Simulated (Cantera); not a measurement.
# Thermodynamics of fluorocarbon and chlorocarbon gases, feed C2F6 + HCl

A closed system holds: 1 mol C2F6, 0.29 mol HCl, equilibrated at 0.133 bar.

Method: chemical equilibrium by Gibbs-energy minimisation in Cantera with the NASA 1993 tables (ideal gas, pure condensed phases). Candidate condensed phases: C, C6H6, C7H8, C8H18; 118 gas species. The feed counts by its element totals alone. The tables' values for C2F4, CCl are old estimates; treat these amounts as uncertain. Condensed phases not in the tables: fluorocarbon polymer. Gases not in the tables: C2F6 and larger saturated fluorocarbons. Kinetics and transport are ignored.

```
T (K)    x CF4       x F     x CF2    x HF      x Cl     x HCl      x CF     x Cl2      x C3     x CF3   x CClF3  n C(graphite)
-----  -------  --------  --------  ------  --------  --------  --------  --------  --------  --------  --------  -------------
798      0.813    <1e-12    <1e-12  0.0395   2.78e-6     0.122    <1e-12    0.0129    <1e-12  4.54e-12    0.0128          0.512
998      0.792  2.44e-11   1.23e-9  0.0810  0.000184    0.0784    <1e-12    0.0319    <1e-12   4.46e-9    0.0162          0.529
1198     0.776   1.40e-8   3.56e-7   0.113   0.00272    0.0453    <1e-12    0.0461    <1e-12   4.33e-7    0.0170          0.544
1398     0.762   1.31e-6   1.99e-5   0.131    0.0169    0.0255  8.05e-11    0.0486    <1e-12   1.12e-5    0.0159          0.553
1598     0.743   3.94e-5  0.000398   0.139    0.0558    0.0133   1.48e-8    0.0352    <1e-12  0.000127    0.0125          0.560
1798     0.720  0.000554   0.00401   0.142     0.104   0.00576   8.43e-7    0.0148    <1e-12  0.000820   0.00761          0.562
1998     0.687   0.00457    0.0249   0.141     0.129   0.00218   2.10e-5   0.00413  1.98e-10   0.00358   0.00376          0.545
2198     0.593    0.0250     0.104   0.133     0.129  0.000810  0.000282   0.00103   1.74e-8    0.0109   0.00164          0.466
2398     0.371    0.0947     0.286   0.112     0.111  0.000293   0.00223  0.000237   7.11e-7    0.0214  0.000544          0.247
2598     0.118     0.250     0.433  0.0842    0.0838  0.000108   0.00965   5.02e-5   1.12e-5    0.0208  0.000101              0
2798    0.0149     0.413     0.398  0.0673    0.0671   6.63e-5    0.0304   1.38e-5  0.000231   0.00940   1.14e-5         0.0482
2998   0.00130     0.558     0.254  0.0579    0.0580   5.45e-5    0.0643   4.93e-6   0.00229   0.00286   1.09e-6          0.351
3198   9.07e-5     0.637     0.131  0.0507    0.0511   5.24e-5     0.108   2.01e-6    0.0169  0.000672   9.32e-8          0.306
3398   5.36e-6     0.684    0.0491  0.0445    0.0457   5.22e-5     0.121   9.10e-7    0.0397  0.000121   6.92e-9              0
```
x: gas mole fraction; n: condensed amount in mol.

From 798 K to 2398 K the condensed part is C(graphite). At 2598 K nothing is condensed. From 2798 K to 3198 K the condensed part is C(graphite). At 3398 K nothing is condensed. The main C-bearing gas is CF4 at 798 K and CF at 3398 K.
